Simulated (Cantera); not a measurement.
A Cantera script and what it prints.

```python
import numpy as np
import cantera as ct

gas_names = [...]  # 123 gases of nasa_gas.yaml made of C, H, O, Si
cond_names = """
    C(gr) C6H6(L) C7H8(L) C8H18(L),n-octa H2O(s) H2O(L) Si(cr) Si(L) SiC(b) SiO2(Lqz) SiO2(hqz) SiO2(L)
""".split()


# ... load() reads the species with a 1 bar reference pressure and builds the phases ...
atoms = {
    'SiC': {'Si': 1, 'C': 1},
    'H2O': {'H': 2, 'O': 1},
    'H2': {'H': 2},
}
top_T = {'C(gr)': 4500, 'SiC(b)': 3050}  # K; cautious upper limits of use, not melting points


# ... equilibrate(T, P, feed) seeds the gas with the atoms and calls Mixture.equilibrate('TP', solver="vcs", rtol=1e-11, max_steps=5000) ...
results = []
feed = {'SiC': 1, 'H2O': 0.028, 'H2': 41}  # mol
T = 1423.15  # K
P = 2.7  # Pa
mix = equilibrate(T, P, feed)
results.append((T, P, feed, dict(zip(mix.species_names, mix.species_moles))))
x = sorted(zip(gas.X, gas.species_names), reverse=True)
print(f"T = {T:g} K  P = {P:g} Pa  gas = {mix.phase_moles(0):.4g} mol")
print("   x: " + "  ".join(f"{s} {v:.3e}" for v, s in x if v > 1e-06))
print("   condensed (mol): " + ("  ".join(f"{mix.phase(i).name} {mix.phase_moles(i):.4g}"
      for i in range(1, mix.n_phases) if mix.phase_moles(i) > 1e-12) or "none"))
```

Output:

```
T = 1423.15 K  P = 2.7 Pa  gas = 41.08 mol
   x: H2 9.980e-01  H 1.280e-03  CO 3.449e-04  SiO 3.367e-04  Si 7.977e-06
   condensed (mol): SiC(b) 0.9858
```

Method: chemical equilibrium by Gibbs-energy minimisation in Cantera with the NASA 1993 tables (ideal gas, pure condensed phases).
